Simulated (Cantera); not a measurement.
## Carbothermic reduction: Fe2O3 + CO + N2 + C

A closed system holds: 1 mol Fe2O3, 0.62 mol CO, 0.35 mol N2, 6.6 mol C, at 0.133 bar.

Cantera equilibrium calculation (NASA polynomials, part measured and part estimated; ideal gas, pure solids and liquids). Candidate condensed phases: C, Fe, Fe(CO)5, FeO, Fe2O3, Fe3O4; 27 gas species. Iron dissolves carbon and melts from about 1420 K in contact with it, which pure phases cannot show. Condensed phases not in the tables: cementite and carbon dissolved in iron. Rates play no part.

| T (K) | log p CO | log p CO2 | log p N2 | log p Fe | log p CN | log p C2N2 | n C(graphite) | n Fe(α) | n Fe(γ) | n Fe(δ) | n Fe(l) |
|---|---|---|---|---|---|---|---|---|---|---|---|
| 923 | -1.03 | -1.57 | -1.85 | <-12 | <-12 | <-12 | 4.27 | 2.00 | 0 | 0 | 0 |
| 1023 | -0.93 | -2.32 | -1.91 | <-12 | <-12 | <-12 | 3.74 | 2.00 | 0 | 0 | 0 |
| 1123 | -0.92 | -3.06 | -1.93 | -11.51 | <-12 | <-12 | 3.63 | 2.00 | 0 | 0 | 0 |
| 1223 | -0.92 | -3.69 | -1.93 | -9.98 | <-12 | -12.86 | 3.61 | 0 | 2.00 | 0 | 0 |
| 1323 | -0.92 | -4.23 | -1.93 | -8.68 | <-12 | -11.85 | 3.60 | 0 | 2.00 | 0 | 0 |
| 1423 | -0.92 | -4.70 | -1.93 | -7.57 | -11.83 | -10.98 | 3.60 | 0 | 2.00 | 0 | 0 |
| 1523 | -0.92 | -5.10 | -1.93 | -6.61 | -10.78 | -10.23 | 3.60 | 0 | 2.00 | 0 | 0 |
| 1623 | -0.92 | -5.44 | -1.93 | -5.78 | -9.85 | -9.57 | 3.60 | 0 | 2.00 | 0 | 0 |
| 1723 | -0.92 | -5.75 | -1.93 | -5.04 | -9.04 | -8.98 | 3.60 | 0 | 0 | 2.00 | 0 |
| 1823 | -0.92 | -6.02 | -1.93 | -4.39 | -8.32 | -8.46 | 3.60 | 0 | 0 | 0 | 2.00 |
| 1923 | -0.92 | -6.26 | -1.93 | -3.83 | -7.67 | -8.00 | 3.60 | 0 | 0 | 0 | 2.00 |
log p: log10 of the partial pressure in bar; n: condensed amount in mol.

From 923 K to 1123 K the condensed part is C(graphite) + Fe(α). From 1223 K to 1623 K the condensed part is C(graphite) + Fe(γ). At 1723 K the condensed part is C(graphite) + Fe(δ). From 1823 K to 1923 K the condensed part is C(graphite) + Fe(l).
